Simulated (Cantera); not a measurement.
A closed system holds: 1 mol H2O, 1.6 mol H2, 1.4 mol O2, at 100000 Pa.

Equilibrium computed with Cantera from the NASA thermochemical tables; the gas is ideal and each condensed phase is pure. Candidate condensed phases: H2O; 9 gas species. The numbers say what is thermodynamically allowed, not how fast it happens. All values below are at 1900 K.

Base state: H2O 0.810, O2 0.187, OH 0.00338, H2 0.000244, O 0.000129, H 1.24e-5 (mole fractions); condensed: gas only.

Question: What changes in the equilibrium state with this change: H2O replaced by HBr?

Answer: 
```
species    before     after
-------  --------  --------
H2O         0.810     0.578
Br              0     0.174
O2          0.187     0.131
HBr             0     0.104
Br2             0    0.0115
OH        0.00338   0.00261
O        0.000129  0.000108
```
Further candidate phases: Br2.
